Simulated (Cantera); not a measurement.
# Low-pressure radical oxidation in H2/O2

An isothermal, constant-pressure homogeneous reactor starts with 7.73 % H₂, 83.1 % O₂, 9.14 % N₂, at 1350 K and 1330 Pa.

Detailed kinetics in Cantera: the H2/O2 subset of GRI-Mech 3.0, which has no nitrogen chemistry. Radical loss at walls, strong at low pressure, is not modelled. The temperature is held fixed by assumption; the heat of reaction is taken as removed at once.

| t (s) | x H₂ | x O₂ | x H | x O | x H₂O | x OH | x H₂O₂ |
|---|---|---|---|---|---|---|---|
| 3.00e-5 | 0.0773 | 0.831 | 1.60e-8 | 8.49e-9 | 2.51e-9 | 7.76e-9 | 6.66e-12 |
| 9.11e-5 | 0.0773 | 0.831 | 5.43e-8 | 6.27e-8 | 5.03e-8 | 5.16e-8 | 6.07e-11 |
| 0.000277 | 0.0773 | 0.831 | 8.17e-7 | 1.24e-6 | 1.86e-6 | 9.59e-7 | 5.43e-10 |
| 0.000840 | 0.0711 | 0.827 | 0.00171 | 0.00265 | 0.00437 | 0.00196 | 1.45e-8 |
| 0.00255 | 0.00199 | 0.772 | 0.0137 | 0.0481 | 0.0649 | 0.00741 | 9.31e-8 |
| 0.00775 | 0.00181 | 0.778 | 0.0117 | 0.0430 | 0.0666 | 0.00708 | 9.34e-8 |
| 0.0235 | 0.00136 | 0.791 | 0.00722 | 0.0311 | 0.0705 | 0.00618 | 9.24e-8 |
| 0.0714 | 0.000615 | 0.810 | 0.00207 | 0.0134 | 0.0759 | 0.00421 | 7.84e-8 |
| 0.217 | 0.000131 | 0.821 | 0.000197 | 0.00278 | 0.0790 | 0.00195 | 4.38e-8 |
| 0.659 | 1.88e-5 | 0.824 | 1.06e-5 | 0.000397 | 0.0800 | 0.000743 | 1.63e-8 |
| 2.00 | 2.98e-6 | 0.824 | 6.74e-7 | 6.30e-5 | 0.0803 | 0.000296 | 5.14e-9 |
x: mole fraction; the columns are a selection and need not sum to one.

Equilibrium at this temperature and pressure: H₂ 1.58e-7, O₂ 0.824, H 8.25e-9, O 3.34e-6, H₂O 0.0804, OH 6.83e-5, H₂O₂ 6.68e-10 (gas phase only).
